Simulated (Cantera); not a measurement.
Input: 1 mol CH3Cl, 0.013 mol CH4, 0.47 mol H2, at 0.0150 Torr.

Method: chemical equilibrium by Gibbs-energy minimisation in Cantera with the NASA 1993 tables (ideal gas, pure condensed phases). Candidate condensed phases: C, C6H6, C7H8, C8H18; 91 gas species. Equilibrium is a limit: real reactors are often held back by kinetics, nucleation or transport. All values below are at 2000 °C.

Base state: H 0.647, Cl 0.186, H2 0.119, HCl 0.0473, C3 0.000505, C2H2 (acetylene) 0.000447, C 0.000268, C2H 0.000103 (mole fractions); condensed: C(graphite).

What changes in the equilibrium state with this change: CH3Cl replaced by CH2F2?


| species | before | after |
|---|---|---|
| HF | 0 | 0.670 |
| H | 0.647 | 0.296 |
| H2 | 0.119 | 0.0248 |
| Cl | 0.186 | 0 |
| HCl | 0.0473 | 0 |
| F | 0 | 0.00872 |
| CF | 0 | 0.000131 |
| C2H2 (acetylene) | 0.000447 | 9.34e-5 |
| C2H | 0.000103 | 4.70e-5 |
| C(graphite), mol | 1.00 | 1.01 |
